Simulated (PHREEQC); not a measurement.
A solution holds 93 mmol/kgw H2SO4 and 0.068 mmol/kgw Li2SO4, at 78 °C. Closed to the air; pH follows from the charge balance.

Model: ion-association model, wateq4f.dat, run in PHREEQC.

Precipitation was switched off in this run.

Task: What pH, ionic strength does the model give?

Result: pH 1.09; ionic strength 0.106 mol/kgw.

Task: In which forms is S present?

Result: HSO4- 93 %, SO4-2 7.0 % of the S.

Complexes and solids missing from the database can't appear. At this temperature some constants are extrapolated from 25 °C, and those without enthalpy data are left unchanged.
